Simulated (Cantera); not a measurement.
Standard-state values (1 bar) from the NASA 1993 polynomials, evaluated with Cantera. Values are per mole of reaction as written; species without (g) are pure solids or liquids, kept so even where they would boil at 1 bar.

MgCO3 → 3 O(g) + Mg + C

```tsv
T (K)	ΔH° (kJ)	ΔS° (J/K)	ΔG° (kJ)	log10 K	condensed phases
300	1859.3	455.7	1722.5	-299.92	MgCO3(s), Mg(s), C(graphite)
725	1861.7	462.6	1526.3	-109.97	MgCO3(s), Mg(s), C(graphite)
750	1861.5	462.4	1514.7	-105.49	MgCO3(s), Mg(s), C(graphite)
775	1861.3	462.1	1503.2	-101.31	MgCO3(s), Mg(s), C(graphite)
800	1861.1	461.9	1491.6	-97.39	MgCO3(s), Mg(s), C(graphite)
825	1860.9	461.6	1480.1	-93.71	MgCO3(s), Mg(s), C(graphite)
850	1860.6	461.3	1468.6	-90.24	MgCO3(s), Mg(s), C(graphite)
875	1860.4	460.9	1457.0	-86.98	MgCO3(s), Mg(s), C(graphite)
900	[?]	[?]	[?]	[?]	MgCO3(s), Mg(s), C(graphite)
925	[?]	[?]	[?]	[?]	MgCO3(s), Mg(l), C(graphite)
950	1867.9	469.1	1422.2	-78.20	MgCO3(s), Mg(l), C(graphite)
```

Problem. Fill in the missing entries.

Solution. 
- 900, ΔH° (kJ): 1860.1
- 900, ΔS° (J/K): 460.6
- 900, ΔG° (kJ): 1445.5
- 900, log10 K: -83.89
- 925, ΔH° (kJ): 1868.2
- 925, ΔS° (J/K): 469.4
- 925, ΔG° (kJ): 1434.0
- 925, log10 K: -80.98
